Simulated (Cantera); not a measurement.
Feed: 1 mol Si₂Cl₆, 0.58 mol Cl₂, 20 mol N₂, 0.63 mol HCl, at 12000 Pa.

Cantera equilibrium calculation (NASA polynomials, part measured and part estimated; ideal gas, pure solids and liquids). Candidate condensed phases: NH₄Cl, Si, Si₃N₄; 28 gas species. The feed counts by its element totals alone. N₂ is the only nitrogen source here; it is nearly inert below about 1500 K, so the nitride shown seldom forms there in practice. Equilibrium is a limit: real reactors are often held back by kinetics, nucleation or transport.

Q: Which condensed phases are stable at each of these points (T (K)): 848, 948, 1048, 1148, 1248, 1348, 1448, 1548?

A: 
| T (K) | condensed phases | Si condensed (%) |
|---|---|---|
| 848 | Si₃N₄(s) | 9.8 |
| 948 | Si₃N₄(s) | 9.9 |
| 1048 | Si₃N₄(s) | 10.0 |
| 1148 | Si₃N₄(s) | 9.9 |
| 1248 | Si₃N₄(s) | 9.4 |
| 1348 | Si₃N₄(s) | 7.4 |
| 1448 | Si₃N₄(s) | 0.6 |
| 1548 | gas only | 0.0 |

From 848 K to 1448 K the condensed part is Si₃N₄(s). At 1548 K nothing is condensed.
